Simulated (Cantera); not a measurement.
# B + O₂ + H₂ (boron, boron nitride and boron oxide)

Input: 1 mol B, 0.19 mol O₂, 0.46 mol H₂, held at 13.3 mbar.

Method: chemical equilibrium by Gibbs-energy minimisation in Cantera with the NASA 1993 tables (ideal gas, pure condensed phases). Candidate condensed phases: B, B₂O₃, B₃O₃H₃, H₂O; 23 gas species. Mutual solubility and eutectic melting of coexisting phases are not modelled. The tables' values for BH₂ are old estimates; treat these amounts as uncertain. Rates play no part.

From 1448 K to 1598 K the condensed part is B(s) + B₂O₃(l). From 1748 K to 2348 K the condensed part is B(s). The main B-bearing gas is HBO at 1448 K and BO at 2348 K. The share of B in condensed phases is highest at 1448 K (98.8 %) and lowest at 2348 K (61.3 %).

```json
[
 {"T (K)": "1448", "log p H₂": "-1.88", "log p BO": "-6.29", "log p HBO": "-3.64", "log p B₂O₂": "-4.46", "log p H": "-5.98", "log p B₂O₃": "-5.14", "n B(s)": "0.743", "n B₂O₃(l)": "0.122"},
 {"T (K)": "1598", "log p H₂": "-1.94", "log p BO": "-4.93", "log p HBO": "-2.98", "log p B₂O₂": "-3.27", "log p H": "-5.24", "log p B₂O₃": "-3.85", "n B(s)": "0.720", "n B₂O₃(l)": "0.0931"},
 {"T (K)": "1748", "log p H₂": "-2.07", "log p BO": "-4.01", "log p HBO": "-2.68", "log p B₂O₂": "-2.67", "log p H": "-4.68", "log p B₂O₃": "-3.37", "n B(s)": "0.643", "n B₂O₃(l)": "0"},
 {"T (K)": "1898", "log p H₂": "-2.09", "log p BO": "-3.48", "log p HBO": "-2.63", "log p B₂O₂": "-2.66", "log p H": "-4.15", "log p B₂O₃": "-3.70", "n B(s)": "0.631", "n B₂O₃(l)": "0"},
 {"T (K)": "2048", "log p H₂": "-2.11", "log p BO": "-3.06", "log p HBO": "-2.61", "log p B₂O₂": "-2.71", "log p H": "-3.71", "log p B₂O₃": "-4.07", "n B(s)": "0.624", "n B₂O₃(l)": "0"},
 {"T (K)": "2198", "log p H₂": "-2.14", "log p BO": "-2.75", "log p HBO": "-2.65", "log p B₂O₂": "-2.83", "log p H": "-3.32", "log p B₂O₃": "-4.51", "n B(s)": "0.619", "n B₂O₃(l)": "0"},
 {"T (K)": "2348", "log p H₂": "-2.18", "log p BO": "-2.53", "log p HBO": "-2.75", "log p B₂O₂": "-3.07", "log p H": "-3.00", "log p B₂O₃": "-5.08", "n B(s)": "0.613", "n B₂O₃(l)": "0"}
]
```
log p: log10 of the partial pressure in bar; n: condensed amount in mol.
